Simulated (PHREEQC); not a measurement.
A PHREEQC input (ion-association model, wateq4f.dat):

```
SOLUTION 1
  temp 8.8
  units M
  pH 8.05
  pe 9.4
  Na 1450
  K 34.7
  Ca 412
  Mg 264
  Cl 3550
  S(6) 470 as SO4
  Alkalinity 22.3 as HCO3
  Ni 27.6
  Ba 2.75
  Li 7.29
  O(0) 8.32
END
USE solution 1
EQUILIBRIUM_PHASES 1
  Quartz 0 0.5
  Gypsum 0 0
  CO2(g) -2.5 10
END
```

It stops with these messages:

```
ERROR: Calculations terminating due to input errors.
```

The fault: a unit that the program doesn't know. The line should read `units mg/kgw` where the input has `units M`. With the mend the run ends at pH 6.57 and ionic strength 0.130 mol/kgw.
